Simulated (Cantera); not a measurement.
An isothermal, constant-pressure homogeneous reactor starts with 1.65 % CO, 1.26 % O2, 0.145 % H2O, 96.9 % N2, equivalence ratio 0.65, at 1275 K and 2.60 bar.

Detailed kinetics in Cantera: GRI-Mech 3.0 (53 species, 325 reactions).

x: mole fraction; the columns are a selection and need not sum to one.

```
t (s)         x CO     x O2    x H2O     x HO2    x NO2       x O
--------  --------  -------  -------  --------  -------  --------
0.000400    0.0165   0.0126  0.00145       [?]   <1e-12   5.66e-8
0.00116     0.0165   0.0126  0.00145       [?]   <1e-12   2.50e-6
0.00336     0.0116   0.0100  0.00136       [?]  1.14e-9  0.000293
0.00975    0.00280  0.00576  0.00142       [?]  6.23e-9   7.43e-5
0.0283    0.000444  0.00461  0.00146       [?]  2.06e-8   1.16e-5
0.0820     5.05e-5  0.00442  0.00146       [?]  4.72e-8   1.47e-6
0.238      4.10e-6  0.00440  0.00147       [?]  3.99e-8   1.83e-7
0.690      2.77e-7  0.00440  0.00147       [?]  1.61e-8   3.62e-8
2.00       3.48e-8  0.00440  0.00147  4.88e-10  5.96e-9   8.64e-9
```

**Question.** What belongs in the gaps?

**Answer.** 
- 0.000400, x HO2: 9.10e-9
- 0.00116, x HO2: 5.21e-7
- 0.00336, x HO2: 4.65e-6
- 0.00975, x HO2: 2.41e-6
- 0.0283, x HO2: 9.87e-7
- 0.0820, x HO2: 2.11e-7
- 0.238, x HO2: 2.31e-8
- 0.690, x HO2: 2.82e-9
